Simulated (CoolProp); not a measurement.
Vapour pressure (bar) of m-xylene: the reference equation beside estimates from Tc = 616.9 K, pc = 35.35 bar, ω = 0.326.

The numbers come from the reference Helmholtz-energy equation of state, Zhou 2012 in CoolProp.

```tsv
T (K)	reference	Lee-Kesler	van der Waals	Redlich-Kwong	Soave-Redlich-Kwong	Peng-Robinson
388.5	0.5123	0.5013	4.038	1.183	0.5036	0.5114
399.2	0.7051	0.6947	4.687	1.535	0.6964	0.7035
410	0.9545	?	5.409	1.964	?	?
420.7	1.266	1.260	?	?	1.260	1.262
431.5	1.655	1.655	?	3.071	1.654	1.651
442.2	2.128	2.135	7.989	3.765	2.133	2.123
452.9	2.698	2.715	8.996	4.563	2.714	2.694
463.7	3.387	3.414	10.09	5.484	3.416	3.384
```

Some entries are withheld; supply them.


- 410, Lee-Kesler: 0.9459
- 410, Soave-Redlich-Kwong: 0.9467
- 410, Peng-Robinson: 0.9519
- 420.7, van der Waals: 6.194
- 420.7, Redlich-Kwong: 2.470
- 431.5, van der Waals: 7.058

Absolute difference from the reference over all 8 rows, mean and median: Lee-Kesler 0.8 and 0.7 %, van der Waals 392.8 and 357.9 %, Redlich-Kwong 92.9 and 90.3 %, Soave-Redlich-Kwong 0.7 and 0.7 %, Peng-Robinson 0.2 and 0.2 %.
